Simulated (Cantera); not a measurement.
An adiabatic, constant-volume homogeneous reactor starts with CO : H2 : O2 : N2 : H2O = 1 : 0.5 : 0.577 : 2.17 : 0.12 (molar parts), equivalence ratio 1.3, at 1623 K and 1.00 bar. Integrator tolerance rtol = 1e-08.

Cantera simulation using GRI-Mech 3.0 (53 species, 325 reactions); the numbers are that mechanism's predictions, not measurements.

```tsv
quantity	before	after
time of steepest temperature rise	13.5 µs	13.4 µs
temperature at 0.600 s	2931 K	2816 K
equilibrium temperature	2931 K	2816 K
x(CO) at 0.600 s	0.140 (gas-phase equilibrium 0.140)	0.133 (gas-phase equilibrium 0.133)
x(H2) at 0.600 s	0.0205 (gas-phase equilibrium 0.0205)	0.0192 (gas-phase equilibrium 0.0192)
x(O2) at 0.600 s	0.0235 (gas-phase equilibrium 0.0235)	0.0211 (gas-phase equilibrium 0.0211)
x(H) at 0.600 s	0.0142 (gas-phase equilibrium 0.0142)	0.0121 (gas-phase equilibrium 0.0121)
x(CO2) at 0.600 s	0.108 (gas-phase equilibrium 0.108)	0.118 (gas-phase equilibrium 0.118)
```

Question: Name the change that produced these shifts.
(A) pressure from 1.00 bar to 0.300 bar
(B) constant pressure in place of constant volume
(C) H2 0.5 to 0.79 parts
(D) N2 2.17 to 4.2 parts

Answer: B, constant pressure in place of constant volume
